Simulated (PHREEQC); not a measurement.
Reverse-osmosis permeate: speciation

Synthetic water in mg/L, 25 °C, pH 6.26, pe 8.2:

| constituent | mg/L |
|---|---|
| Na | 2.27 |
| K | 2.36 |
| Ca | 7.59 |
| Mg | 0.536 |
| Cl | 5.09 |
| S(6) as SO4 | 10.8 |
| Alkalinity as HCO3 | 13.6 |
| Pb | 0.0382 |
| N(5) as NO3 | 0.0037 |
| Br | 0.0489 |
| Cd | 0.239 |
| Li | 0.0318 |

Valence states are taken as typed.

Equilibrium calculation in PHREEQC: ion-association model, phreeqc.dat.

ionic strength: 0.000904 mol/kgw
charge-balance error: -0.1 %

```
species  molality  activity   log γ
-------  --------  --------  ------
CO2      0.000266  0.000266   0.000
HCO3-    0.000223  0.000215  -0.015
Ca+2     0.000186  0.000163  -0.058
Cl-      0.000144  0.000139  -0.015
SO4-2    0.000109   9.54e-5  -0.058
Na+       9.87e-5   9.54e-5  -0.015
K+        6.03e-5   5.83e-5  -0.015
```

No solid was allowed to form.
